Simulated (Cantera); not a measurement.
A closed system holds: 1 mol CCl4, 2.4 mol H2, equilibrated at 1627 °C and 1.00 bar.

Equilibrium computed with Cantera from the NASA thermochemical tables; the gas is ideal and each condensed phase is pure. Candidate condensed phases: C, C6H6, C7H8, C8H18; 91 gas species. Rates play no part.

Base state: HCl 0.906, H2 0.0916, Cl 0.00179, H 0.000240, C2H2 (acetylene) 3.50e-5, Cl2 1.32e-5 (mole fractions); condensed: C(graphite).

What changes in the equilibrium state with this change: pressure from 1.00 bar to 1.40 mbar?


```csv
species,before,after
HCl,0.906,0.845
H2,0.0916,0.106
Cl,0.00179,0.0416
H,0.000240,0.00691
Cl2,1.32e-5,9.93e-6
C2H2 (acetylene),3.50e-5,4.05e-5
"C(graphite), mol",1.000,1.000
```
